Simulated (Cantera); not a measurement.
Feed: 1 mol CH₃SiCl₃, 0.026 mol HCl, 5 mol H₂, 0.5 mol CH₄, at 1675 °C and 25.0 mbar.

These are equilibrium values from Cantera (NASA tables, ideal gas, pure condensed phases), not measurements of a reactor. Candidate condensed phases: C, C₆H₆, C₇H₈, C₈H₁₈, Si, SiC; 109 gas species. The feed counts by its element totals alone. The tables' values for SiCl₃, SiCl are old estimates; treat these amounts as uncertain. Equilibrium is a limit: real reactors are often held back by kinetics, nucleation or transport.

Base state: H₂ 0.676, HCl 0.300, SiCl₂ 0.0153, H 0.00587, Cl 0.00196, C₂H₂ (acetylene) 0.000364, SiCl₃ 0.000246, SiCl 9.29e-5 (mole fractions); condensed: C(graphite) + SiC(s).

### Question
What changes in the equilibrium state with this change: temperature from 1675 °C to 1927 °C?

### Answer
| species | before | after |
|---|---|---|
| H₂ | 0.676 | 0.663 |
| HCl | 0.300 | 0.272 |
| H | 0.00587 | 0.0290 |
| SiCl₂ | 0.0153 | 0.0231 |
| SiC₂ | 1.35e-6 | 0.000152 |
| Si₂C | 9.14e-7 | 9.29e-5 |
| Si | 4.18e-5 | 0.00158 |
| SiH | 4.18e-6 | 9.02e-5 |
| C(graphite), mol | 0.636 | 0.707 |
| SiC(s), mol | 0.857 | 0.757 |
The tables' values for SiCl, SiCl₃ are old estimates; treat these amounts as uncertain. Gases not in the tables: Si₂H₆ and higher silanes.
